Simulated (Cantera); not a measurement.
An adiabatic, constant-volume homogeneous reactor starts with 7.77 % CH4, 3.57 % CO, 8.62 % O2, 80.0 % N2, equivalence ratio 2.0, at 1423 K and 7500 Torr.

Cantera simulation using GRI-Mech 3.0 (53 species, 325 reactions); the numbers are that mechanism's predictions, not measurements.

x: mole fraction; the columns are a selection and need not sum to one.

```csv
t (s),T (K),P (bar),x CH4,x CO,x O2,x H2O2,x NO,x HCN
2.00e-6,1423,10.00,0.0777,0.0357,0.0862,4.36e-9,<1e-12,<1e-12
9.28e-6,1423,10.00,0.0777,0.0357,0.0862,2.78e-8,<1e-12,<1e-12
4.31e-5,1423,10.0,0.0777,0.0357,0.0862,4.44e-8,<1e-12,<1e-12
0.000200,1424,10.0,0.0774,0.0357,0.0861,___,<1e-12,<1e-12
0.000928,1444,10.1,0.0746,0.0359,0.0842,5.25e-7,2.77e-12,<1e-12
0.00431,2295,17.2,___,0.0900,2.37e-7,6.39e-10,___,___
0.0200,2295,17.3,1.15e-9,0.0900,2.38e-7,6.42e-10,1.83e-5,8.75e-7
0.0928,2295,17.3,1.14e-9,0.0900,2.39e-7,6.42e-10,1.62e-5,7.67e-7
0.431,2295,17.3,1.14e-9,0.0900,2.39e-7,6.42e-10,1.62e-5,7.67e-7
2.00,2295,17.3,1.14e-9,0.0900,2.39e-7,6.42e-10,1.62e-5,7.67e-7
```

**Question.** Fill in the missing entries.

**Answer.** 
- 0.000200, x H2O2: 8.89e-8
- 0.00431, x CH4: 1.26e-9
- 0.00431, x NO: 5.54e-5
- 0.00431, x HCN: 2.94e-6
